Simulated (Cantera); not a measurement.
A Cantera script and what it prints.

```python
import numpy as np
import cantera as ct

gas_names = """
    N NO NO2 NO3 N2 N2O O O2 O3 V VN VO VO2
""".split()
cond_names = """
    V(cr) V(L) VN(s) VO(s) VO(L) V2O3(s) V2O3(L) V2O4(I) V2O4(II) V2O4(L) V2O5(s) V2O5(L)
""".split()


# ... load() reads the species with a 1 bar reference pressure and builds the phases ...
atoms = {
    'V': {'V': 1},
    'N2O': {'N': 2, 'O': 1},
    'N2': {'N': 2},
}
top_T = {'VN(s)': 2300}  # K; cautious upper limits of use, not melting points


# ... equilibrate(T, P, feed) seeds the gas with the atoms and calls Mixture.equilibrate('TP', solver="vcs", rtol=1e-11, max_steps=5000) ...
results = []
P = 290  # Pa
for T in [848, 998, 1148, 1298, 1448, 1598, 1748, 1898, 2048]:
    for m in [1.1, 2.2, 4.5, 9.1, 19, 38, 78]:
        feed = {'V': 1, 'N2O': 3.4, 'N2': m}  # mol
        mix = equilibrate(T, P, feed)
        results.append((T, P, feed, dict(zip(mix.species_names, mix.species_moles))))

for T, P, feed, n in results:
    print(f"{T:7g} {feed['N2']:10.4g}  " + (" + ".join(c for c in cond_names if n.get(c, 0) > 1e-12) or "gas only"))
```

Output:

```
    848        1.1  V2O5(s)
    848        2.2  V2O5(s)
    848        4.5  V2O5(s)
    848        9.1  V2O5(s)
    848         19  V2O5(s)
    848         38  V2O5(s)
    848         78  V2O5(s)
    998        1.1  V2O5(L)
    998        2.2  V2O5(L)
    998        4.5  V2O4(II) + V2O5(L)
    998        9.1  V2O4(II)
    998         19  V2O4(II)
    998         38  V2O4(II)
    998         78  V2O4(II)
   1148        1.1  V2O4(II)
   1148        2.2  V2O4(II)
   1148        4.5  V2O4(II)
   1148        9.1  V2O4(II)
   1148         19  V2O4(II)
   1148         38  V2O4(II)
   1148         78  V2O4(II)
   1298        1.1  V2O4(II)
   1298        2.2  V2O4(II)
   1298        4.5  V2O4(II)
   1298        9.1  V2O4(II)
   1298         19  V2O4(II)
   1298         38  V2O4(II)
   1298         78  V2O4(II)
   1448        1.1  V2O4(II)
   1448        2.2  V2O4(II)
   1448        4.5  V2O4(II)
   1448        9.1  V2O4(II)
   1448         19  V2O4(II)
   1448         38  V2O4(II)
   1448         78  V2O4(II)
   1598        1.1  V2O4(II)
   1598        2.2  V2O4(II)
   1598        4.5  V2O4(II)
   1598        9.1  V2O4(II)
   1598         19  V2O4(II)
   1598         38  V2O4(II)
   1598         78  V2O4(II)
   1748        1.1  V2O4(II)
   1748        2.2  V2O4(II)
   1748        4.5  V2O4(II)
   1748        9.1  V2O4(II)
   1748         19  V2O4(II)
   1748         38  V2O4(II)
   1748         78  V2O4(II)
   1898        1.1  V2O4(L)
   1898        2.2  V2O4(L)
   1898        4.5  V2O4(L)
   1898        9.1  V2O4(L)
   1898         19  gas only
   1898         38  gas only
   1898         78  gas only
   2048        1.1  gas only
   2048        2.2  gas only
   2048        4.5  gas only
   2048        9.1  gas only
   2048         19  gas only
   2048         38  gas only
   2048         78  gas only
```

These are equilibrium values from Cantera (NASA tables, ideal gas, pure condensed phases), not measurements of a reactor. Condensed phases not in the tables: the oxides between V2O3 and V2O5 other than VO2. Gases not in the tables: V4O10.
